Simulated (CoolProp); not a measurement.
Saturated liquid density (kg/m³) of hydrogen chloride: the reference equation beside estimates from Tc = 51.5 °C, pc = 8.314 MPa, ω = 0.130.

The numbers come from the reference Helmholtz-energy equation of state, Thol 2018 in CoolProp.

```csv
T (°C),reference,van der Waals,Redlich-Kwong,Peng-Robinson
-45.25,1079,639.8,927.3,1067
-39.15,1061,629.1,908.2,1047
-33.05,1043,618.0,888.3,1025
-26.95,1024,606.4,867.5,1003
-20.85,1004,594.3,845.7,979.0
-14.75,982.9,581.6,822.9,953.7
-8.65,961.0,568.3,798.9,926.7
-2.55,937.9,554.2,773.6,898.0
3.55,913.3,539.3,746.7,867.1
9.65,887.0,523.4,718.1,833.7
15.75,858.4,506.2,687.3,797.4
```

Absolute difference from the reference over all 11 rows, mean and median: van der Waals 40.8 and 40.8 %, Redlich-Kwong 16.6 and 16.3 %, Peng-Robinson 3.4 and 3.0 %.
